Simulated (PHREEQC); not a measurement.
KOH is added in steps, without added water, to 1 kg of water holding 0.013 mol NH3 and 0.16 mol KH2PO4, at 20 °C. Oxygen alone is held at its pressure in air (log pO2 = -0.68). CO2 from the air is kept out. No solid was allowed to form.

Base run: PHREEQC, ion-association model, wateq4f.dat. Each further column changes one thing. The table gives pH.

```json
[
 {"KOH added (mol)": "0", "base": "5.74", "Debye-Hückel limiting law": "5.50", "Davies equation for every ion": "5.75", "all activity coefficients set to 1": "6.05", "metal-ligand complexes left out": "5.78"},
 {"KOH added (mol)": "0.02625", "base": "6.28", "Debye-Hückel limiting law": "5.98", "Davies equation for every ion": "6.30", "all activity coefficients set to 1": "6.60", "metal-ligand complexes left out": "6.32"},
 {"KOH added (mol)": "0.0525", "base": "6.58", "Debye-Hückel limiting law": "6.23", "Davies equation for every ion": "6.61", "all activity coefficients set to 1": "6.92", "metal-ligand complexes left out": "6.62"},
 {"KOH added (mol)": "0.07875", "base": "6.85", "Debye-Hückel limiting law": "6.45", "Davies equation for every ion": "6.89", "all activity coefficients set to 1": "7.20", "metal-ligand complexes left out": "6.89"},
 {"KOH added (mol)": "0.105", "base": "7.15", "Debye-Hückel limiting law": "6.71", "Davies equation for every ion": "7.20", "all activity coefficients set to 1": "7.51", "metal-ligand complexes left out": "7.19"},
 {"KOH added (mol)": "0.1313", "base": "7.65", "Debye-Hückel limiting law": "7.16", "Davies equation for every ion": "7.71", "all activity coefficients set to 1": "8.00", "metal-ligand complexes left out": "7.68"},
 {"KOH added (mol)": "0.1575", "base": "9.78", "Debye-Hückel limiting law": "9.24", "Davies equation for every ion": "9.85", "all activity coefficients set to 1": "10.07", "metal-ligand complexes left out": "9.76"},
 {"KOH added (mol)": "0.1837", "base": "10.85", "Debye-Hückel limiting law": "9.84", "Davies equation for every ion": "11.03", "all activity coefficients set to 1": "11.74", "metal-ligand complexes left out": "10.79"},
 {"KOH added (mol)": "0.21", "base": "11.22", "Debye-Hückel limiting law": "10.08", "Davies equation for every ion": "11.45", "all activity coefficients set to 1": "12.14", "metal-ligand complexes left out": "11.16"}
]
```

H3PO4, which wateq4f.dat lacks, is added to it with the constant of phreeqc.dat.
